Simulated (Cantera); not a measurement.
Feed: 1 mol Si, 5.3 mol NF3, 12 mol H2, 3.8 mol Cl2, equilibrated at 1698 K and 750 Torr.

Cantera equilibrium calculation (NASA polynomials, part measured and part estimated; ideal gas, pure solids and liquids). Candidate condensed phases: NH4Cl, Si, Si3N4; 49 gas species. The tables' values for SiF3 are old estimates; treat these amounts as uncertain. The numbers say what is thermodynamically allowed, not how fast it happens.

Task: What is the equilibrium state?

Result: 
- x(HF) = 0.469
- x(HCl) = 0.299
- x(N2) = 0.104
- x(H2) = 0.0886
- x(SiF4) = 0.0393
- x(Cl) = 0.000113
- x(SiF3) = 8.24e-5
- x(H) = 4.30e-5
- x(SiHF3) = 1.28e-5
- gas amount = 25.40 mol
- log10 activity of Si(l) (absent) = -9.84
